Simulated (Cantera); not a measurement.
**Pyrogenic steam for wet oxidation**

An isothermal, constant-pressure homogeneous reactor starts with 31.0 % H₂, 39.7 % O₂, 29.4 % N₂, equivalence ratio 0.39, at 1175 K and 0.800 bar.

Computed with Cantera and the H2/O2 subset of GRI-Mech 3.0, which has no nitrogen chemistry. The temperature is held fixed by assumption; the heat of reaction is taken as removed at once.

```tsv
t (s)	x H₂	x O₂	x H₂O₂	x H	x HO₂
2.00e-6	0.310	0.397	1.08e-11	1.04e-8	9.41e-9
2.00e-5	0.309	0.397	1.32e-7	0.000206	3.93e-5
0.000200	0.00359	0.287	1.74e-5	1.96e-5	0.000116
0.00200	0.000503	0.287	1.73e-6	3.94e-7	2.21e-5
0.0200	4.94e-6	0.286	1.84e-8	1.28e-9	2.87e-7
0.200	6.15e-9	0.286	4.33e-9	1.27e-11	2.19e-8
2.00	5.76e-9	0.286	3.34e-9	1.05e-11	2.31e-8
20.0	5.76e-9	0.286	3.34e-9	1.05e-11	2.31e-8
200	5.76e-9	0.286	3.34e-9	1.05e-11	2.31e-8
```
x: mole fraction; the columns are a selection and need not sum to one.

Equilibrium at this temperature and pressure: H₂ 5.76e-9, O₂ 0.286, H₂O₂ 3.34e-9, H 1.05e-11, HO₂ 2.31e-8 (gas phase only).
